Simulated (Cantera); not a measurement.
Input (Python, Cantera) and output of one run.

```python
import numpy as np
import cantera as ct

gas_names = """
    H H2 H2S N NH NH2 NH3 N2 N2H2 N2H4 Ni NiS S SH SN S2 S8
""".split()
cond_names = """
    Ni(cr) Ni(L) NiS(b) NiS(a) NiS(L) NiS2(s) NiS2(L) Ni3S2(I) Ni3S2(II) Ni3S2(L) Ni3S4(s) S(cr1) S(cr2)
    S(L)
""".split()


# ... load() reads the species with a 1 bar reference pressure and builds the phases ...
atoms = {
    'Ni': {'Ni': 1},
    'H2S': {'H': 2, 'S': 1},
    'N2': {'N': 2},
}
top_T = {'Ni3S4(s)': 620}  # K; cautious upper limits of use, not melting points


# ... equilibrate(T, P, feed) seeds the gas with the atoms and calls Mixture.equilibrate('TP', solver="vcs", rtol=1e-11, max_steps=5000) ...
results = []
P = 1333.22  # Pa
for T in [1248, 1298, 1348, 1398, 1448, 1498, 1548, 1598, 1648, 1698, 1748, 1798]:
    for m in [0.0012, 0.0042, 0.0072, 0.01, 0.013, 0.016, 0.019]:
        feed = {'Ni': 1, 'H2S': m, 'N2': 3.4}  # mol
        mix = equilibrate(T, P, feed)
        results.append((T, P, feed, dict(zip(mix.species_names, mix.species_moles))))

for T, P, feed, n in results:
    print(f"{T:7g} {feed['H2S']:10.4g}  " + (" + ".join(c for c in cond_names if n.get(c, 0) > 1e-12) or "gas only"))
```

Result:

```
   1248     0.0012  Ni(cr) + Ni3S2(L)
   1248     0.0042  Ni(cr) + Ni3S2(L)
   1248     0.0072  Ni(cr) + Ni3S2(L)
   1248       0.01  Ni(cr) + Ni3S2(L)
   1248      0.013  Ni(cr) + Ni3S2(L)
   1248      0.016  Ni(cr) + Ni3S2(L)
   1248      0.019  Ni(cr) + Ni3S2(L)
   1298     0.0012  Ni(cr) + Ni3S2(L)
   1298     0.0042  Ni(cr) + Ni3S2(L)
   1298     0.0072  Ni(cr) + Ni3S2(L)
   1298       0.01  Ni(cr) + Ni3S2(L)
   1298      0.013  Ni(cr) + Ni3S2(L)
   1298      0.016  Ni(cr) + Ni3S2(L)
   1298      0.019  Ni(cr) + Ni3S2(L)
   1348     0.0012  Ni(cr) + Ni3S2(L)
   1348     0.0042  Ni(cr) + Ni3S2(L)
   1348     0.0072  Ni(cr) + Ni3S2(L)
   1348       0.01  Ni(cr) + Ni3S2(L)
   1348      0.013  Ni(cr) + Ni3S2(L)
   1348      0.016  Ni(cr) + Ni3S2(L)
   1348      0.019  Ni(cr) + Ni3S2(L)
   1398     0.0012  Ni(cr)
   1398     0.0042  Ni(cr) + Ni3S2(L)
   1398     0.0072  Ni(cr) + Ni3S2(L)
   1398       0.01  Ni(cr) + Ni3S2(L)
   1398      0.013  Ni(cr) + Ni3S2(L)
   1398      0.016  Ni(cr) + Ni3S2(L)
   1398      0.019  Ni(cr) + Ni3S2(L)
   1448     0.0012  Ni(cr)
   1448     0.0042  Ni(cr) + Ni3S2(L)
   1448     0.0072  Ni(cr) + Ni3S2(L)
   1448       0.01  Ni(cr) + Ni3S2(L)
   1448      0.013  Ni(cr) + Ni3S2(L)
   1448      0.016  Ni(cr) + Ni3S2(L)
   1448      0.019  Ni(cr) + Ni3S2(L)
   1498     0.0012  Ni(cr)
   1498     0.0042  Ni(cr)
   1498     0.0072  Ni(cr) + Ni3S2(L)
   1498       0.01  Ni(cr) + Ni3S2(L)
   1498      0.013  Ni(cr) + Ni3S2(L)
   1498      0.016  Ni(cr) + Ni3S2(L)
   1498      0.019  Ni(cr) + Ni3S2(L)
   1548     0.0012  Ni(cr)
   1548     0.0042  Ni(cr)
   1548     0.0072  Ni(cr)
   1548       0.01  Ni(cr)
   1548      0.013  Ni(cr) + Ni3S2(L)
   1548      0.016  Ni(cr) + Ni3S2(L)
   1548      0.019  Ni(cr) + Ni3S2(L)
   1598     0.0012  Ni(cr)
   1598     0.0042  Ni(cr)
   1598     0.0072  Ni(cr)
   1598       0.01  Ni(cr)
   1598      0.013  Ni(cr)
   1598      0.016  Ni(cr)
   1598      0.019  Ni(cr) + Ni3S2(L)
   1648     0.0012  Ni(cr)
   1648     0.0042  Ni(cr)
   1648     0.0072  Ni(cr)
   1648       0.01  Ni(cr)
   1648      0.013  Ni(cr)
   1648      0.016  Ni(cr)
   1648      0.019  Ni(cr)
   1698     0.0012  Ni(cr)
   1698     0.0042  Ni(cr)
   1698     0.0072  Ni(cr)
   1698       0.01  Ni(cr)
   1698      0.013  Ni(cr)
   1698      0.016  Ni(cr)
   1698      0.019  Ni(cr)
   1748     0.0012  Ni(L)
   1748     0.0042  Ni(L)
   1748     0.0072  Ni(L)
   1748       0.01  Ni(L)
   1748      0.013  Ni(L)
   1748      0.016  Ni(L)
   1748      0.019  Ni(L)
   1798     0.0012  Ni(L)
   1798     0.0042  Ni(L)
   1798     0.0072  Ni(L)
   1798       0.01  Ni(L)
   1798      0.013  Ni(L)
   1798      0.016  Ni(L)
   1798      0.019  Ni(L)
```

These are equilibrium values from Cantera (NASA tables, ideal gas, pure condensed phases), not measurements of a reactor. Metal and sulfide melt together well below either melting point, which pure phases cannot show. Mutual solubility and eutectic melting of coexisting phases are not modelled.
